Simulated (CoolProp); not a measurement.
Computed with CoolProp (reference Helmholtz-energy equation of state, Lemmon 2005).

For R125, give the phase and the speed of sound (m/s), expansivity (1/kK) at 393.3 K and 1.59 MPa.


- 393.3 K and 1.59 MPa: gas; speed of sound 159, expansivity 3.59
